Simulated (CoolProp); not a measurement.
Vapour-liquid equilibrium of n-octane (1) + ethylbenzene (2) at 0.99 bar; x and y are mole fractions of (1).

Values from CoolProp's multi-fluid Helmholtz-energy mixture model, Beckmüller 2019 and Zhou 2012; pair parameters Bell 2016.

Question: Give the bubble temperature and the first vapour's composition at x = 0.05, 0.2, 0.65. Is there an azeotrope?

Answer: x = 0.05: 407.3 K, y = 0.077; x = 0.2: 404.5 K, y = 0.272; x = 0.65: 399.6 K, y = 0.696. No azeotrope shows between x = 0.05 and 0.95.

The pair parameters rest on a limited set of measurements; away from them the model extrapolates.
